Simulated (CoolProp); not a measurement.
A closed Brayton cycle with carbon dioxide: compressor inlet 321.15 K and 9.7 MPa, high pressure 20 MPa, turbine inlet 765 K, compressor efficiency 0.85, turbine efficiency 0.93, recuperator effectiveness 0.8 (on enthalpy, no pinch check). Each further row changes one setting.

Values from CoolProp's reference Helmholtz-energy equation of state, Span 1996.

```json
[
 {"case": "as stated", "thermal efficiency (%)": "?", "net work (kJ/kg)": "65.8", "compressor to turbine work": "0.29", "compressor exit (K)": "365.9", "turbine exit (K)": "678.5"},
 {"case": "turbine inlet 715 K", "thermal efficiency (%)": "?", "net work (kJ/kg)": "?", "compressor to turbine work": "0.31", "compressor exit (K)": "365.9", "turbine exit (K)": "631.8"},
 {"case": "compressor inlet 331.15 K", "thermal efficiency (%)": "?", "net work (kJ/kg)": "?", "compressor to turbine work": "?", "compressor exit (K)": "?", "turbine exit (K)": "678.5"},
 {"case": "high pressure 17 MPa", "thermal efficiency (%)": "22.8", "net work (kJ/kg)": "?", "compressor to turbine work": "0.27", "compressor exit (K)": "355.7", "turbine exit (K)": "697.6"},
 {"case": "recuperator effectiveness 0.5", "thermal efficiency (%)": "17.9", "net work (kJ/kg)": "65.8", "compressor to turbine work": "0.29", "compressor exit (K)": "365.9", "turbine exit (K)": "678.5"}
]
```

Complete the blanks.


- as stated, thermal efficiency (%): 25.9
- turbine inlet 715 K, thermal efficiency (%): 24.9
- turbine inlet 715 K, net work (kJ/kg): 58.8
- compressor inlet 331.15 K, thermal efficiency (%): 25.4
- compressor inlet 331.15 K, net work (kJ/kg): 58.3
- compressor inlet 331.15 K, compressor to turbine work: 0.37
- compressor inlet 331.15 K, compressor exit (K): 387.9
- high pressure 17 MPa, net work (kJ/kg): 53.0
